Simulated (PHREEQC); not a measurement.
Dissolve 9.7 mmol/kgw NaHCO3, 110 mmol/kgw KOH and 22 mmol/kgw KCl at 25 °C. Closed to the air; pH follows from the charge balance.

Equilibrium calculation in PHREEQC: ion-association model, phreeqc.dat.

| quantity | before | after |
|---|---|---|
| pH | 12.86 | 10.98 |
| SI of Sylvite (KCl) | -3.70 | -7.47 |

Question: Which change was made?
A) KOH replaced by K3PO4 at the same molality
B) NaHCO3 left out
C) temperature from 25 to 5 °C
D) diluted 100-fold with water
E) 0.014 mol/kgw Na2SO4 added

Answer: D, diluted 100-fold with water

Precipitation was switched off in this run.
